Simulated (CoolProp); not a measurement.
The numbers come from the reference Helmholtz-energy equation of state, Pan 2012 in CoolProp.

Question: For R236FA, give the phase and the Z, Prandtl number at 379.5 K and 4.39 MPa.

Answer: 
- 379.5 K and 4.39 MPa: liquid; Z 0.202, Prandtl number 3.18

Viscosity comes from a separate model (Huber 2003), an estimate that may be off by 10 % or more. Thermal conductivity comes from a separate model (Huber 2003), an estimate that may be off by 10 % or more.
